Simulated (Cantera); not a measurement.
A perfectly stirred reactor is fed with N₂O : H₂O = 1 : 0.033 (molar parts), at 0.170 bar; it is held at 1500 K, and followed from long to short residence time.

Detailed kinetics in Cantera: GRI-Mech 3.0 (53 species, 325 reactions). GRI-Mech 3.0 was tuned for natural gas; its chemistry of N2O as a main component is partial and can be far from experiment. The temperature is held fixed by assumption; the heat of reaction is taken as removed at once.

Task: What does this change do: H2O 0.033 to 0.0093 parts?

Result: 
| quantity | before | after |
|---|---|---|
| x(N₂O) at τ = 2.30 s | 0.0310 | 0.0339 |
| x(H₂O) at τ = 2.30 s | 0.0218 | 0.00622 |
| x(HO₂) at τ = 2.30 s | 1.68e-7 | 8.43e-8 |
| x(N₂) at τ = 2.30 s | 0.582 | 0.585 |
| x(NO₂) at τ = 2.30 s | 0.000163 | 0.000165 |
| x(N₂O) at τ = 91.0 ms | 0.396 | 0.424 |
| x(H₂O) at τ = 91.0 ms | 0.0257 | 0.00741 |
| x(HO₂) at τ = 91.0 ms | 1.41e-6 | 6.54e-7 |
| x(N₂) at τ = 91.0 ms | 0.346 | 0.337 |
| x(NO₂) at τ = 91.0 ms | 0.000510 | 0.000364 |

Task: What does this change do: H2O 0.033 to 0.018 parts?

Result: 
| quantity | before | after |
|---|---|---|
| x(N₂O) at τ = 2.30 s | 0.0310 | 0.0327 |
| x(H₂O) at τ = 2.30 s | 0.0218 | 0.0120 |
| x(HO₂) at τ = 2.30 s | 1.68e-7 | 1.20e-7 |
| x(N₂) at τ = 2.30 s | 0.582 | 0.584 |
| x(NO₂) at τ = 2.30 s | 0.000163 | 0.000165 |
| x(N₂O) at τ = 91.0 ms | 0.396 | 0.413 |
| x(H₂O) at τ = 91.0 ms | 0.0257 | 0.0142 |
| x(HO₂) at τ = 91.0 ms | 1.41e-6 | 9.79e-7 |
| x(N₂) at τ = 91.0 ms | 0.346 | 0.341 |
| x(NO₂) at τ = 91.0 ms | 0.000510 | 0.000440 |
